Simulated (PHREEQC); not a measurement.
Solution (25 °C): 3.9 mmol/kgw H2SO4, 2.2 mmol/kgw NaCl and 0.047 mmol/kgw MnSO4. Closed to the air; pH follows from the charge balance.

Model: ion-association model, wateq4f.dat, run in PHREEQC.

This is a speciation only: nothing precipitates in the calculation.

**Question.** Order these Mn species by the share of Mn that they hold, largest first: MnCl+, Mn+2, MnSO4.

**Answer.** Mn+2 (82 %), MnSO4 (17 %), MnCl+ (0.48 %)

**Question.** Order these S species by the share of S that they hold, largest first: HSO4-, SO4-2, MnSO4, NaSO4-.

**Answer.** SO4-2 (70 %), HSO4- (30 %), NaSO4- (0.49 %), MnSO4 (0.20 %)

The pH is 2.22 and the ionic strength 0.0117 mol/kgw.
